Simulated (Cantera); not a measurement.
# N2O + H2O + O2 + SO2 (abatement and gas-phase synthesis)

A closed system holds: 1 mol N2O, 0.58 mol H2O, 4.4 mol O2, 0.013 mol SO2, equilibrated at 54.0 Pa.

These are equilibrium values from Cantera (NASA tables, ideal gas, pure condensed phases), not measurements of a reactor. Candidate condensed phases: H2O, H2SO4, S; 35 gas species. Rates play no part.

From 900 °C to 1875 °C nothing is condensed.

```tsv
T (°C)	x O2	x N2	x H2O	x O	x OH
900	0.755	0.154	0.0893	5.22e-7	1.76e-5
975	0.755	0.154	0.0893	2.49e-6	4.78e-5
1050	0.754	0.154	0.0893	9.94e-6	0.000116
1125	0.754	0.154	0.0892	3.43e-5	0.000257
1200	0.754	0.154	0.0890	0.000104	0.000525
1275	0.753	0.153	0.0888	0.000285	0.000998
1350	0.752	0.153	0.0883	0.000710	0.00179
1425	0.751	0.153	0.0876	0.00163	0.00303
1500	0.748	0.152	0.0863	0.00349	0.00489
1575	0.743	0.151	0.0845	0.00703	0.00756
1650	0.735	0.150	0.0816	0.0134	0.0112
1725	0.723	0.148	0.0775	0.0241	0.0159
1800	0.704	0.146	0.0715	0.0415	0.0217
1875	0.676	0.142	0.0635	0.0682	0.0281
```
x: gas mole fraction; nothing condenses.
